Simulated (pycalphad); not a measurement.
Cu-Ni solution, phase liquid, at 1850 K; mixing quantities and activities refer to the pure elements in the same phase at that temperature, stable or not.

CALPHAD calculation (pycalphad, COST 507 light-alloy database (1999)), 1 atm. The data set is of 1999 and partly superseded.

```tsv
x(Ni)	ΔH mix (kJ/mol)	ΔG mix (kJ/mol)	excess S (J/mol/K)	a(Cu)	a(Ni)
0.02	0.20	-1.23	-0.04	0.980	0.0490
0.05	0.49	-2.37	-0.10	0.952	0.116
0.1	0.95	-3.71	-0.18	0.908	0.213
0.2	1.75	-5.40	-0.30	0.830	0.365
0.3	___	___	-0.35	___	___
0.4	2.80	-6.89	-0.36	0.696	0.562
0.5	___	___	-0.32	___	___
0.6	2.98	-6.88	-0.27	0.560	0.699
0.7	2.69	-6.35	-0.19	0.475	0.763
0.8	2.11	-5.37	-0.12	0.365	0.831
0.9	1.22	-3.69	-0.05	0.215	0.909
0.95	0.65	-2.36	-0.02	0.117	0.952
0.98	0.27	-1.22	-0.01	0.0496	0.980
```

Problem. Fill in the missing entries.

Solution. 
- 0.3, ΔH mix (kJ/mol): 2.37
- 0.3, ΔG mix (kJ/mol): -6.37
- 0.3, a(Cu): 0.761
- 0.3, a(Ni): 0.476
- 0.5, ΔH mix (kJ/mol): 3.01
- 0.5, ΔG mix (kJ/mol): -7.05
- 0.5, a(Cu): 0.631
- 0.5, a(Ni): 0.634
